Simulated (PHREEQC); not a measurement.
Consider water at 60 °C with 0.0036 mol NaHCO3, 0.001 mol NH3 and 0.02 mol KCl per kg of water. Closed to the air; pH follows from the charge balance.

The numbers come from PHREEQC with the ion-association model, phreeqc.dat.

```csv
quantity,before,after
pH,8.74,8.50
HCO3- (mol/kgw),0.00334,0.000348
NH3 (mol/kgw),0.000703,6.04e-5
NH4+ (mol/kgw),0.000297,3.96e-5
CO3-2 (mol/kgw),0.000208,9.31e-6
SI of Sylvite (KCl),-4.60,-6.50
SI of Halite (NaCl),-5.88,-7.79
```

Question: Which change was made?
A) temperature from 60 to 40 °C
B) NH3 from 0.001 to 0.0009 mol/kgw
C) diluted 10-fold with water
D) KCl from 0.02 to 0.002 mol/kgw
E) NaHCO3 from 0.0036 to 0.00396 mol/kgw

Answer: C, diluted 10-fold with water

This is a speciation only: nothing precipitates in the calculation. Away from 25 °C the constants follow the database's enthalpies or fits; those with neither stay at their 25 °C values.
